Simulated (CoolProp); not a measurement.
R1123 along the isobar 6.66 MPa: Z from the reference equation and from simpler models built on Tc = 58.6 °C, pc = 4.549 MPa, ω = 0.243; each cubic takes its own stable root.

Computed with CoolProp (reference Helmholtz-energy equation of state, Akasaka 2020).

```json
[
 {"T (°C)": "-34.65", "phase": "liquid", "reference": "0.2156"},
 {"T (°C)": "-17.45", "phase": "liquid", "reference": "0.2105"},
 {"T (°C)": "-0.15", "phase": "liquid", "reference": "0.2079"},
 {"T (°C)": "17.05", "phase": "liquid", "reference": "0.2083"},
 {"T (°C)": "34.35", "phase": "liquid", "reference": "0.2131"},
 {"T (°C)": "51.55", "phase": "liquid", "reference": "0.2262"},
 {"T (°C)": "68.85", "phase": "supercritical", "reference": "0.2690"},
 {"T (°C)": "86.05", "phase": "supercritical", "reference": "0.4577"},
 {"T (°C)": "103.35", "phase": "supercritical", "reference": "0.6039"},
 {"T (°C)": "120.55", "phase": "supercritical", "reference": "0.6890"},
 {"T (°C)": "137.85", "phase": "supercritical", "reference": "0.7485"},
 {"T (°C)": "155.05", "phase": "supercritical", "reference": "0.7931"},
 {"T (°C)": "172.35", "phase": "supercritical", "reference": "0.8285"},
 {"T (°C)": "189.55", "phase": "supercritical", "reference": "0.8571"},
 {"T (°C)": "206.85", "phase": "supercritical", "reference": "0.8809"}
]
```

Q: How far does each simpler model (van der Waals, Redlich-Kwong, Soave-Redlich-Kwong, Peng-Robinson) lie from the reference over these 15 states: mean and median of the absolute difference, and the worst?

A: 
- van der Waals: mean 28.9 %, median 11.4 %, worst +60.2 % at -34.65 °C and 6.66 MPa
- Redlich-Kwong: mean 9.4 %, median 4.1 %, worst +19.5 % at 51.55 °C and 6.66 MPa
- Soave-Redlich-Kwong: mean 8.5 %, median 9.2 %, worst +22.2 % at 68.85 °C and 6.66 MPa
- Peng-Robinson: mean 2.5 %, median 1.1 %, worst +11.9 % at 68.85 °C and 6.66 MPa
